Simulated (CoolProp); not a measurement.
A simple Rankine cycle with isobutane: condensing at 299.15 K, boiler at 1.18 MPa, turbine inlet 362 K, turbine efficiency 0.6, pump efficiency 0.8, no recuperator. Each further row changes one setting.

Computed with CoolProp (reference Helmholtz-energy equation of state, Bücker 2006).

```tsv
case	thermal efficiency (%)	net work (kJ/kg)	heat in (kJ/kg)	turbine exit temperature (K)	volume ratio over the turbine
as stated	6.8	28.5	421	334.2	3.48
turbine inlet 382 K	6.7	31.3	467	355.9	3.41
condensing temperature 291.15 K	…	…	440	329.7	4.42
boiler pressure 0.826 MPa	4.9	21.4	434	…	…
turbine efficiency 0.5	5.6	23.5	421	336.8	3.52
```

**Question.** Fill in the missing entries.

**Answer.** 
- condensing temperature 291.15 K, thermal efficiency (%): 7.8
- condensing temperature 291.15 K, net work (kJ/kg): 34.5
- boiler pressure 0.826 MPa, turbine exit temperature (K): 344.3
- boiler pressure 0.826 MPa, volume ratio over the turbine: 2.34
